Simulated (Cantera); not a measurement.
What does this Cantera script print?

```python
import numpy as np
import cantera as ct

gas_names = """
    CL CL2 H HCL H2 Si SiCL SiCL2 SiCL3 SiCL4 SiH SiHCL3 SiH2 SiH2CL2 SiH3 SiH3CL SiH4 Si2 Si3
""".split()
cond_names = """
    Si(cr) Si(L)
""".split()


# ... load() reads the species with a 1 bar reference pressure and builds the phases ...
atoms = {
    'Si': {'Si': 1},
    'Cl2': {'CL': 2},
    'H2': {'H': 2},
}
top_T = {}  # K; cautious upper limits of use, not melting points


# ... equilibrate(T, P, feed) seeds the gas with the atoms and calls Mixture.equilibrate('TP', solver="vcs", rtol=1e-11, max_steps=5000) ...
results = []
feed = {'Si': 1, 'Cl2': 2.2, 'H2': 9}  # mol
P = 28000  # Pa
for T in [1148, 1198, 1248, 1298, 1348, 1398, 1448, 1498, 1548, 1598]:
    mix = equilibrate(T, P, feed)
    results.append((T, P, feed, dict(zip(mix.species_names, mix.species_moles))))

top = {s: max(r[3][s] / sum(r[3][g] for g in gas_names) for r in results) for s in gas_names}
cols = sorted((s for s in top if top[s] > 0.001), key=lambda s: -top[s])[:7]
seen = [c for c in cond_names if any(r[3].get(c, 0) > 1e-12 for r in results)]
print("log10 of partial pressures in bar; condensed amounts in mol")
print(f"{'T/K':>10s}" + "".join(f"{s[:9]:>10s}" for s in cols + seen))
for T, P, feed, n in results:
    ng = sum(n[g] for g in gas_names)
    print(f"{T:10.4g}" + "".join(f"{np.log10(max(n[s] / ng * P / 1e5, 1e-99)):10.3f}" for s in cols)
          + "".join(f"{n.get(c, 0):10.4g}" for c in seen))
```

Output:

```
log10 of partial pressures in bar; condensed amounts in mol
       T/K        H2       HCL     SiCL4     SiCL2    SiHCL3     SiCL3
      1148    -0.630    -1.733    -1.689    -3.288    -2.284    -3.010
      1198    -0.635    -1.676    -1.731    -2.886    -2.260    -2.782
      1248    -0.641    -1.610    -1.788    -2.566    -2.273    -2.606
      1298    -0.649    -1.539    -1.864    -2.318    -2.320    -2.479
      1348    -0.659    -1.469    -1.964    -2.128    -2.400    -2.396
      1398    -0.668    -1.407    -2.092    -1.983    -2.507    -2.353
      1448    -0.678    -1.355    -2.249    -1.875    -2.639    -2.345
      1498    -0.686    -1.316    -2.434    -1.797    -2.792    -2.367
      1548    -0.693    -1.287    -2.642    -1.741    -2.961    -2.415
      1598    -0.698    -1.267    -2.865    -1.702    -3.139    -2.480
```

Method: chemical equilibrium by Gibbs-energy minimisation in Cantera with the NASA 1993 tables (ideal gas, pure condensed phases). The tables' values for SiCl3 are old estimates; treat these amounts as uncertain.
